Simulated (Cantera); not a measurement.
Source: NASA polynomial tables (part measured, part estimated), evaluated in Cantera. Values are per mole of reaction as written; species without (g) are pure solids or liquids, kept so even where they would boil at 1 bar.

H2(g) + Br2(g) ⇌ 2 HBr(g)

```tsv
T (K)	ΔH° (kJ)	ΔS° (J/K)	ΔG° (kJ)	log10 K
425	…	…	…	…
475	…	…	…	…
525	-105.5	17.1	-114.4	11.39
575	…	…	…	…
625	…	…	…	…
675	-106.5	15.4	-116.9	9.04
```

### Question
Complete the blanks.

### Answer

- 425, ΔH° (kJ): -104.7
- 425, ΔS° (J/K): 18.7
- 425, ΔG° (kJ): -112.7
- 425, log10 K: 13.85
- 475, ΔH° (kJ): -105.1
- 475, ΔS° (J/K): 17.8
- 475, ΔG° (kJ): -113.6
- 475, log10 K: 12.49
- 575, ΔH° (kJ): -105.8
- 575, ΔS° (J/K): 16.4
- 575, ΔG° (kJ): -115.3
- 575, log10 K: 10.47
- 625, ΔH° (kJ): -106.2
- 625, ΔS° (J/K): 15.8
- 625, ΔG° (kJ): -116.1
- 625, log10 K: 9.70
